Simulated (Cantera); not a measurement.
Charge: 1 mol CO, 6.1 mol H2, 0.63 mol N2, at 2350 °C and 1.10 mbar.

These are equilibrium values from Cantera (NASA tables, ideal gas, pure condensed phases), not measurements of a reactor. Candidate condensed phases: C, C6H6, C7H8, C8H18, H2O; 136 gas species. Kinetics and transport are ignored.

Base state: H 0.618, H2 0.237, CO 0.0894, N2 0.0563 (mole fractions); condensed: gas only.

### Question
What changes in the equilibrium state with this change: 0.31 mol CO2 added?

### Answer
| species | before | after |
|---|---|---|
| H | 0.618 | 0.591 |
| H2 | 0.237 | 0.217 |
| CO | 0.0894 | 0.112 |
| O | 1.59e-6 | 0.0104 |
| N2 | 0.0563 | 0.0540 |
| O2 | <1e-9 | 0.000177 |
| CO2 | 8.85e-8 | 0.000720 |
| NO | 3.37e-8 | 0.000215 |
| OH | 9.47e-7 | 0.00589 |
